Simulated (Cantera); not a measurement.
Standard-state values (1 bar) from the NASA 1993 polynomials, evaluated with Cantera. Values are per mole of reaction as written; species without (g) are pure solids or liquids, kept so even where they would boil at 1 bar.

Task: Between 1450 and 1800 K, where is each reaction favourable under standard conditions?
- 3 C + 2 O3(g) = 3 CO2(g)

Result: 
- 3 C + 2 O3(g) = 3 CO2(g): ΔG° is -1671 kJ at 1450 K and -1717 kJ at 1800 K; it stays negative (K > 1). ΔH° is -1481 kJ and ΔS° 131 J/K at 1800 K.
